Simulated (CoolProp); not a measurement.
Values from CoolProp's reference Helmholtz-energy equation of state, Lemmon 2006. It is a short technical equation, of lower accuracy than the large ones.

### Question
Give the vapour pressure (bar), enthalpy of vaporisation (kJ/kg), vapour Z, liquid viscosity (µPa s) of saturated hydrogen sulfide at 28.95, 31.55 °C.

### Answer
| T (°C) | p (bar) | enthalpy of vaporisation (kJ/kg) | vapour Z | liquid viscosity (µPa s) |
|---|---|---|---|---|
| 28.95 | 22.2 | 407 | 0.806 | 120 |
| 31.55 | 23.6 | 401 | 0.797 | 117 |

Viscosity comes from a separate model (Quiñones-Cisneros 2012).
